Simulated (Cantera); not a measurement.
Mixture: 8.71 % CH4, 2.09 % C2H6, 2.35 % C3H8, 18.2 % O2, 68.6 % N2, at 3.40 bar, adiabatic and at constant volume. Ignition delay is the time to a rise of 400 K.

Computed with Cantera and GRI-Mech 3.0 (53 species, 325 reactions). GRI-Mech 3.0 was tuned for natural gas; its chemistry of propane as a main component is partial and can be far from experiment.

Problem. At T0 = 1375 K, what is the delay, and which 7 reactions control it most (d ln τ / d ln k, from doubling and halving each rate constant)?

Solution. The delay is 0.152 ms.
```csv
reaction,d ln τ / d ln k,faster rate
CH3 + HO2 <=> CH3O + OH,-0.42,shortens it
H + O2 <=> O + OH,-0.35,shortens it
C2H5 + CH3 (+M) <=> C3H8 (+M),-0.33,shortens it
C2H5 + O2 <=> C2H4 + HO2,-0.28,shortens it
2 CH3 (+M) <=> C2H6 (+M),0.26,lengthens it
CH4 + OH <=> CH3 + H2O,0.21,lengthens it
C3H8 + H <=> C3H7 + H2,0.21,lengthens it
```
